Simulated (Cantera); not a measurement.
Charge: 1 mol SiH2Cl2, 0.23 mol C2H2, 24 mol H2, at 1148.15 K and 6.40 mbar.

These are equilibrium values from Cantera (NASA tables, ideal gas, pure condensed phases), not measurements of a reactor. Candidate condensed phases: C, C6H6, C7H8, C8H18, Si, SiC; 109 gas species. Mutual solubility and eutectic melting of coexisting phases are not modelled. The tables' values for SiCl3 are old estimates; treat these amounts as uncertain. Equilibrium is a limit: real reactors are often held back by kinetics, nucleation or transport.

Base state: H2 0.941, HCl 0.0490, SiCl2 0.00561, SiCl4 0.00249, SiCl3 0.00112, SiHCl3 0.000959, SiH2Cl2 4.63e-5 (mole fractions); condensed: Si(s) + SiC(s).

Q: What changes in the equilibrium state with this change: pressure from 6.40 mbar to 3.40 mbar?

A: 
```tsv
species	before	after
H2	0.941	0.938
HCl	0.0490	0.0521
SiCl2	0.00561	0.00635
SiCl4	0.00249	0.00170
SiH2Cl2	4.63e-5	2.78e-5
SiHCl3	0.000959	0.000613
SiCl3	0.00112	0.000988
Si(s), mol	0.273	0.287
SiC(s), mol	0.460	0.460
```
